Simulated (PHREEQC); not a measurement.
Make-up at 25 °C: 0.17 mol HF per kg of water. Closed to the air; pH follows from the charge balance.

Computed with PHREEQC (ion-association model, wateq4f.dat).

This is a speciation only: nothing precipitates in the calculation.

### Question
Order these F species by the share of F that they hold, largest first: HF2-, H2F2, HF, F-.

### Answer
HF (60 %), H2F2 (32 %), F- (4.6 %), HF2- (3.6 %)

The pH is 2.01 and the ionic strength 0.0108 mol/kgw. Complexes and solids missing from the database can't appear. wateq4f.dat counts part of the HF as a dimer, H2F2, which phreeqc.dat doesn't know; its constant is uncertain.
